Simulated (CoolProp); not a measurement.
Saturated liquid density (kg/m³) of ethanol: the reference equation beside estimates from Tc = 514.7 K, pc = 6268 kPa, ω = 0.644.

Values from CoolProp's reference Helmholtz-energy equation of state, Schroeder 2014.

```json
[
 {"T (K)": "251.1", "reference": "?", "van der Waals": "445.3", "Redlich-Kwong": "661.7", "Soave-Redlich-Kwong": "699.0", "Peng-Robinson": "783.8"},
 {"T (K)": "255.7", "reference": "821.1", "van der Waals": "443.1", "Redlich-Kwong": "?", "Soave-Redlich-Kwong": "?", "Peng-Robinson": "781.0"},
 {"T (K)": "260.3", "reference": "?", "van der Waals": "?", "Redlich-Kwong": "654.5", "Soave-Redlich-Kwong": "693.6", "Peng-Robinson": "778.2"},
 {"T (K)": "264.8", "reference": "813.4", "van der Waals": "438.7", "Redlich-Kwong": "650.9", "Soave-Redlich-Kwong": "690.9", "Peng-Robinson": "775.3"},
 {"T (K)": "269.4", "reference": "809.5", "van der Waals": "436.5", "Redlich-Kwong": "?", "Soave-Redlich-Kwong": "688.0", "Peng-Robinson": "772.3"},
 {"T (K)": "274", "reference": "805.6", "van der Waals": "434.2", "Redlich-Kwong": "?", "Soave-Redlich-Kwong": "685.1", "Peng-Robinson": "769.2"},
 {"T (K)": "278.6", "reference": "801.7", "van der Waals": "431.9", "Redlich-Kwong": "639.4", "Soave-Redlich-Kwong": "682.1", "Peng-Robinson": "766.0"},
 {"T (K)": "283.1", "reference": "797.9", "van der Waals": "429.6", "Redlich-Kwong": "635.5", "Soave-Redlich-Kwong": "679.0", "Peng-Robinson": "?"},
 {"T (K)": "287.7", "reference": "794.0", "van der Waals": "427.2", "Redlich-Kwong": "631.5", "Soave-Redlich-Kwong": "675.9", "Peng-Robinson": "759.5"}
]
```

Fill in the missing entries.


- 251.1, reference: 825.0
- 255.7, Redlich-Kwong: 658.1
- 255.7, Soave-Redlich-Kwong: 696.3
- 260.3, reference: 817.2
- 260.3, van der Waals: 440.9
- 269.4, Redlich-Kwong: 647.1
- 274, Redlich-Kwong: 643.3
- 283.1, Peng-Robinson: 762.8

Absolute difference from the reference over all 9 rows, mean and median: van der Waals 46.1 and 46.1 %, Redlich-Kwong 20.1 and 20.1 %, Soave-Redlich-Kwong 15.0 and 15.0 %, Peng-Robinson 4.6 and 4.6 %.
